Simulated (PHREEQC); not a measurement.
0.015 g of hydrous ferric oxide (600 m²/g; 0.2 weak and 0.005 strong sites per Fe, Dzombak-Morel constants, diffuse double layer) in 1 kg of water with 0.005 mol/kgw of an inert sodium salt, at 25 °C; the pH is set by adding NaOH or the inert anion's acid. Oxygen is held at 0.21 atm. CO2 from the air is kept out. Precipitation was switched off in this run.

Model: ion-association model, wateq4f.dat, run in PHREEQC.

| pH | surface charge σ (C/m²) | surface potential ψ (mV) |
|---|---|---|
| 3 | 0.302 | 215 |
| 3.67 | 0.221 | 203 |
| 4.33 | 0.147 | [?] |
| 5 | 0.090 | 158 |
| 5.67 | 0.051 | [?] |
| 6.33 | 0.027 | 97 |
| 7 | 0.013 | [?] |
| 7.67 | 0.004 | 25 |
| 8.33 | [?] | -12 |
| 9 | [?] | -50 |
| 9.67 | [?] | -86 |
| 10.33 | [?] | -119 |
| 11 | -0.081 | -148 |

Some entries are withheld; supply them.


- 4.33, surface potential ψ (mV): 183
- 5.67, surface potential ψ (mV): 129
- 7, surface potential ψ (mV): 62
- 8.33, surface charge σ (C/m²): -0.002
- 9, surface charge σ (C/m²): -0.009
- 9.67, surface charge σ (C/m²): -0.021
- 10.33, surface charge σ (C/m²): -0.042

The oxide is taken as insoluble; below pH 4 it would dissolve.
